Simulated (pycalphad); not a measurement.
Effect of Al content in Ti-Al-C

All values are pycalphad results on the COST 507 light-alloy database (1999) (1 atm), not direct measurements. The database dates from 1999; later assessments differ in places, in temperatures and in the compounds included. Not assessed as a whole: an extrapolation from subsystems, which can miss ternary compounds. Amounts are mole fractions of atoms.

```json
[
 {"alloy": "Ti-2.12Al-0.73C (at.%)", "liquidus (K)": "1945", "first solid": "bcc", "solidus (K)": "1943", "phases at 1200 K": "bcc 0.99, fcc 0.01"},
 {"alloy": "Ti-4.24Al-0.73C (at.%)", "liquidus (K)": "1953", "first solid": "bcc", "solidus (K)": "1949", "phases at 1200 K": "hcp 0.99, fcc 0.01"},
 {"alloy": "Ti-8.48Al-0.73C (at.%)", "liquidus (K)": "…", "first solid": "bcc", "solidus (K)": "…", "phases at 1200 K": "hcp 0.98, fcc 0.02"},
 {"alloy": "Ti-12.72Al-0.73C (at.%)", "liquidus (K)": "1977", "first solid": "bcc", "solidus (K)": "1970", "phases at 1200 K": "hcp 0.98, fcc 0.02"},
 {"alloy": "Ti-16.96Al-0.73C (at.%)", "liquidus (K)": "1982", "first solid": "bcc", "solidus (K)": "1978", "phases at 1200 K": "hcp 0.98, fcc 0.02"}
]
```

Problem. Fill in the missing entries.

Solution. 
- Ti-8.48Al-0.73C (at.%), liquidus (K): 1967
- Ti-8.48Al-0.73C (at.%), solidus (K): 1960

The fcc model also describes the rock-salt carbide or nitride (TiC, TiN, HfC).
